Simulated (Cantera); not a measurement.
## Thermodynamics of silicon nitride deposition, feed SiF4 + NH3 + N2

A closed system holds: 1 mol SiF4, 3.7 mol NH3, 51 mol N2, held at 3.15 Torr.

Equilibrium computed with Cantera from the NASA thermochemical tables; the gas is ideal and each condensed phase is pure. Candidate condensed phases: Si, Si3N4; 37 gas species. The tables' values for SiF3, SiF2 are old estimates; treat these amounts as uncertain. Kinetics and transport are ignored.

From 725 K to 1325 K the condensed part is Si3N4(s). The main Si-bearing gas is SiF4 throughout.

```
T (K)   x N2    x H2  x SiF4      x HF    x SiF3   x SiHF3    x SiF2       x H  n Si3N4(s)
-----  -----  ------  ------  --------  --------  --------  --------  --------  ----------
725    0.890  0.0934  0.0168   1.04e-5  9.30e-10   6.26e-7    <1e-12    <1e-12     4.84e-5
775    0.890  0.0934  0.0168   2.16e-5   6.90e-9   1.32e-6    <1e-12  4.68e-12    0.000100
825    0.890  0.0934  0.0168   4.08e-5   4.01e-8   2.54e-6    <1e-12  3.74e-11    0.000189
875    0.890  0.0934  0.0168   7.17e-5   1.90e-7   4.52e-6  7.94e-12  2.37e-10    0.000331
925    0.890  0.0934  0.0168  0.000118   7.59e-7   7.57e-6  9.96e-11   1.23e-9    0.000544
975    0.890  0.0933  0.0168  0.000185   2.63e-6   1.20e-5  9.61e-10   5.39e-9    0.000845
1025   0.890  0.0933  0.0167  0.000277   8.04e-6   1.81e-5   7.41e-9   2.05e-8     0.00124
1075   0.890  0.0932  0.0167  0.000400   2.21e-5   2.63e-5   4.71e-8   6.91e-8     0.00174
1125   0.890  0.0931  0.0166  0.000557   5.55e-5   3.70e-5   2.53e-7   2.09e-7     0.00230
1175   0.890  0.0930  0.0165  0.000753  0.000128   5.02e-5   1.17e-6   5.77e-7     0.00283
1225   0.889  0.0929  0.0163  0.000992  0.000275   6.63e-5   4.77e-6   1.47e-6     0.00317
1275   0.889  0.0927  0.0160   0.00127  0.000553   8.50e-5   1.73e-5   3.46e-6     0.00298
1325   0.889  0.0925  0.0155   0.00160   0.00104  0.000106   5.62e-5   7.68e-6     0.00169
```
x: gas mole fraction; n: condensed amount in mol.
